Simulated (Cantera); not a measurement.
A closed system holds: 1 mol PbO, 0.45 mol H2, 6.3 mol N2, at 927 °C and 2.60 mbar.

Cantera equilibrium calculation (NASA polynomials, part measured and part estimated; ideal gas, pure solids and liquids). Rates play no part.

```
species       before     after
-----------  -------  --------
N2             0.852     0.933
H2O           0.0609    0.0666
Pb            0.0609  0.000635
PbO           0.0262   6.73e-5
O2           1.11e-5   1.72e-9
H2           4.56e-6   2.03e-5
PbO(l), mol    0.356     0.550
Pb(l), mol         0     0.446
```
Gas species are given as mole fractions.

Q: Name the change that produced these shifts.
A) pressure from 2.60 mbar to 1 atm
B) temperature from 927 °C to 1627 °C
C) temperature from 927 °C to 1650 °C
D) temperature from 927 °C to 875 °C

A: A, pressure from 2.60 mbar to 1 atm. Each liquid is taken as pure. Mutual solubility and eutectic melting of coexisting phases are not modelled
